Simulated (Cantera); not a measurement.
# Ignition delay

Mixture: C3H8 : O2 : N2 : H2O = 1 : 2.38 : 8.95 : 1.2 (molar parts), equivalence ratio 2.1, at 1.00 bar, adiabatic and at constant pressure. Ignition delay is the time to a rise of 400 K.

Computed with Cantera and GRI-Mech 3.0 (53 species, 325 reactions). GRI-Mech 3.0 was tuned for natural gas; its chemistry of propane as a main component is partial and can be far from experiment.

| T0 (K) | delay (ms) |
|---|---|
| 1300 | 1.26 |
| 1400 | 0.308 |
| 1500 | 0.105 |
| 1600 | 0.0471 |
| 1700 | 0.0259 |
| 1800 | 0.0164 |
| 1900 | 0.0114 |

```yaml
apparent activation energy between 1700 and 1900 K: 110 kJ/mol
```
